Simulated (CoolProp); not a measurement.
Values from CoolProp's reference Helmholtz-energy equation of state, Akasaka 2015.

Problem. Give the vapour pressure (kPa), liquid density (kg/m³), liquid cp (kJ/(kg K)), vapour Z of saturated R245fa at 269, 310.1 K.

Solution. 
```json
[
 {"T (K)": "269", "p (kPa)": "43.9", "liquid density (kg/m³)": "1410", "liquid cp (kJ/(kg K))": "1.25", "vapour Z": "0.977"},
 {"T (K)": "310.1", "p (kPa)": "226", "liquid density (kg/m³)": "1310", "liquid cp (kJ/(kg K))": "1.35", "vapour Z": "0.926"}
]
```
